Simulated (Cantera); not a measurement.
A closed system holds: 1 mol Zr, 1.7 mol NH3, 29 mol H2, at 2.50 Pa.

Equilibrium computed with Cantera from the NASA thermochemical tables; the gas is ideal and each condensed phase is pure. Candidate condensed phases: Zr, ZrN; 11 gas species. ZrN: taken at fixed stoichiometry. Equilibrium is a limit: real reactors are often held back by kinetics, nucleation or transport.

**Question.** Which condensed phases are stable at each of these points (T (K)): 2100, 2125, 2150, 2175, 2200, 2225, 2250, 2275, 2300, 2325, 2350, 2375, 2400, 2425?

**Answer.** 
| T (K) | condensed phases | Zr condensed (%) |
|---|---|---|
| 2100 | ZrN(s) | 99.8 |
| 2125 | ZrN(s) | 99.5 |
| 2150 | ZrN(s) | 99.1 |
| 2175 | ZrN(s) | 98.2 |
| 2200 | ZrN(s) | 96.5 |
| 2225 | ZrN(s) | 93.5 |
| 2250 | ZrN(s) | 88.2 |
| 2275 | ZrN(s) | 79.4 |
| 2300 | ZrN(s) | 65.1 |
| 2325 | ZrN(s) | 43.2 |
| 2350 | ZrN(s) | 10.2 |
| 2375 | gas only | 0.0 |
| 2400 | gas only | 0.0 |
| 2425 | gas only | 0.0 |

From 2100 K to 2350 K the condensed part is ZrN(s). From 2375 K to 2425 K nothing is condensed.
